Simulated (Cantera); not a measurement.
A perfectly stirred reactor is fed with 73.5 % CH4, 26.5 % CO2, at 3750 Torr; it is held at 1800 K, and followed from long to short residence time.

Detailed kinetics in Cantera: GRI-Mech 3.0 (53 species, 325 reactions). GRI-Mech 3.0 stops at C3 and has no aromatics, soot or wall deposition, so with more carbon than oxygen in the feed, carbon stays in small species such as C2H2 where larger ones or solid carbon would form.

x: mole fraction; the columns are a selection and need not sum to one.

```tsv
τ (s)	x CH4	x CO2	x C2H	x O	x CH3
2.1	0.0412	0.000945	1.87e-7	6.05e-12	0.000176
1.0	0.0427	0.00184	1.94e-7	1.15e-11	0.000184
0.49	0.0454	0.00331	2.06e-7	1.99e-11	0.000196
0.24	0.0500	0.00563	2.24e-7	3.18e-11	…
0.11	0.0585	0.00948	2.49e-7	4.76e-11	…
0.055	0.0707	0.0146	2.73e-7	6.24e-11	…
0.027	0.0902	0.0230	2.93e-7	7.60e-11	…
0.013	0.121	0.0379	3.00e-7	8.58e-11	…
0.0063	0.166	0.0632	2.89e-7	8.88e-11	…
0.0030	0.232	0.102	2.57e-7	8.29e-11	…
```

### Question
Some entries are withheld; supply them.

### Answer

- 0.24, x CH3: 0.000218
- 0.11, x CH3: 0.000259
- 0.055, x CH3: 0.000316
- 0.027, x CH3: 0.000405
- 0.013, x CH3: 0.000541
- 0.0063, x CH3: 0.000733
- 0.0030, x CH3: 0.000999
